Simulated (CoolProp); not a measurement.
Vapour-liquid equilibrium of isopentane (1) + toluene (2) at 288.2 K; x and y are mole fractions of (1).

Model: multi-fluid Helmholtz-energy mixture model, Lemmon 2006 and Lemmon 2006; pair parameters Bell 2016, in CoolProp.

Problem. Give the bubble pressure and the first vapour's composition at x = 0.15, 0.25, 0.55. Is there an azeotrope?

Solution. x = 0.15: 0.1562 bar, y = 0.877; x = 0.25: 0.2395 bar, y = 0.928; x = 0.55: 0.4262 bar, y = 0.972. No azeotrope shows between x = 0.05 and 0.95.

The pair parameters rest on a limited set of measurements; away from them the model extrapolates.
